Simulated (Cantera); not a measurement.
A jet of 6.25 % CH4, 8.62 % O2, 85.1 % N2 at 300 K and 120 Torr hits a platinum plate 7.6 cm away at a mass flux of 0.1 kg/m²/s; the plate temperature is set and raised in steps from an oxygen-covered start.

Cantera simulation using Deutschmann's 1995 Pt surface mechanism with GRI-Mech 3.0 gas chemistry; the numbers are that mechanism's predictions, not measurements. Catalytic surfaces can have several steady states; this one follows from the mechanism file's or the stated starting coverage.

x: mole fraction at the wall; θ: surface coverage.

```
plate T (K)  wall x CH4  wall x O2  wall x H2O  wall x OH  wall x CO  wall x CO2  θ free Pt     θ H*  θ CO*     θ C*
-----------  ----------  ---------  ----------  ---------  ---------  ----------  ---------  -------  -----  -------
850              0.0153    0.00542      0.0869      <1e-8     0.0377      0.0136      0.341        ?  0.652  0.00696
900              0.0108    0.00387      0.0939      <1e-8     0.0528     0.00138      0.419        ?  0.501   0.0795
950             0.00761    0.00284      0.0931      <1e-8     0.0568    0.000568      0.507        ?  0.317    0.175
1000            0.00441    0.00175      0.0911      <1e-8     0.0593     0.00141      0.667  0.00217  0.253   0.0774
1050            0.00304    0.00128      0.0885      <1e-8     0.0586     0.00394      0.802  0.00224  0.171   0.0245
```

Q: Complete the blanks.

A: 
- 850, θ H*: 6.52e-5
- 900, θ H*: 0.000542
- 950, θ H*: 0.00164
